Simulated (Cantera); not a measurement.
## Premixed flame

A freely propagating, adiabatic, planar premixed flame of CH₃OH : O₂ : N₂ = 1 : 1.72 : 6.48 (molar parts), unburnt at 550 K and 4580 Torr; mixture-averaged transport, grid criteria slope 0.08 and curve 0.16, no radiation.

Model: GRI-Mech 3.0 (53 species, 325 reactions), integrated in Cantera. GRI-Mech 3.0 was tuned for natural gas; its chemistry of methanol as a main component is partial and can be far from experiment. Burning velocities carry a grid error of a few per cent, more on coarse grids.

| z (mm) | T (K) | u (m/s) | x CH₃OH | x O₂ | x NO | x CH₂O | x CH₂ | x CH₄ |
|---|---|---|---|---|---|---|---|---|
| -0.238 | 550 | 0.574 | 0.109 | 0.187 | <1e-8 | 6.43e-7 | <1e-8 | 2.22e-8 |
| -0.159 | 554 | 0.578 | 0.108 | 0.186 | <1e-8 | 9.85e-6 | <1e-8 | 2.11e-7 |
| -0.119 | 567 | 0.594 | 0.107 | 0.184 | <1e-8 | 6.04e-5 | <1e-8 | 8.88e-7 |
| -0.0794 | 643 | 0.679 | 0.103 | 0.177 | 3.60e-8 | 0.000472 | <1e-8 | 4.37e-6 |
| -0.0397 | 984 | 1.07 | 0.0757 | 0.145 | 4.47e-7 | 0.00332 | <1e-8 | 1.96e-5 |
| -0.0199 | 1341 | 1.49 | 0.0406 | 0.110 | 1.66e-6 | 0.00697 | <1e-8 | 3.60e-5 |
| 0 | 1741 | 1.97 | 0.00379 | 0.0706 | 4.54e-6 | 0.00363 | 1.69e-6 | 4.38e-5 |
| 0.0199 | 1920 | 2.17 | 8.35e-6 | 0.0483 | 7.64e-6 | 3.10e-5 | 1.97e-7 | 5.85e-6 |
| 0.0397 | 2016 | 2.26 | 1.29e-8 | 0.0389 | 1.07e-5 | 1.18e-7 | <1e-8 | 2.52e-7 |
| 0.0794 | 2125 | 2.36 | <1e-8 | 0.0319 | 1.60e-5 | <1e-8 | <1e-8 | <1e-8 |
| 0.159 | 2213 | 2.45 | <1e-8 | 0.0274 | 2.37e-5 | <1e-8 | <1e-8 | <1e-8 |
| 0.318 | 2266 | 2.50 | <1e-8 | 0.0249 | 3.37e-5 | <1e-8 | <1e-8 | <1e-8 |
| 0.635 | 2286 | 2.52 | <1e-8 | 0.0239 | 4.83e-5 | <1e-8 | <1e-8 | <1e-8 |
x: mole fraction of selected species; z is measured from the peak of heat release.

- laminar burning velocity = 57.3 cm/s
- thermal thickness = 0.0794 mm
- peak x(CH₂O) = 0.00769
- peak x(CH₂) = 1.82e-6
- peak x(CH₄) = 4.73e-5
- grid points = 151
